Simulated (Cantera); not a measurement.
Input: 1 mol PbO, 8.7 mol CO, 5.1 mol N₂, equilibrated at 752 °C and 4.00 mbar.

Method: chemical equilibrium by Gibbs-energy minimisation in Cantera with the NASA 1993 tables (ideal gas, pure condensed phases). Candidate condensed phases: C, Pb, PbO, PbO₂, Pb₃O₄; 27 gas species. Rates play no part.

Base state: CO 0.554, N₂ 0.367, CO₂ 0.0720, Pb 0.00695 (mole fractions); condensed: Pb(l).

What changes in the equilibrium state with this change: temperature from 752 °C to 2252 °C?


```
species      before     after
----------  -------  --------
CO            0.554     0.534
N₂            0.367     0.337
Pb          0.00695    0.0657
CO₂          0.0720    0.0437
O             <1e-9    0.0141
O₂            <1e-9   0.00297
NO            <1e-9   0.00187
PbO         2.76e-9  0.000698
Pb(l), mol    0.903         0
```

What changes in the equilibrium state with this change: PbO replaced by Cu₂O?


```tsv
species	before	after
CO	0.554	0.558
N₂	0.367	0.370
CO₂	0.0720	0.0725
Pb	0.00695	0
Pb(l), mol	0.903	0
Cu(s), mol	0	2.00
```
Further candidate phases: Cu, CuO, Cu₂O.
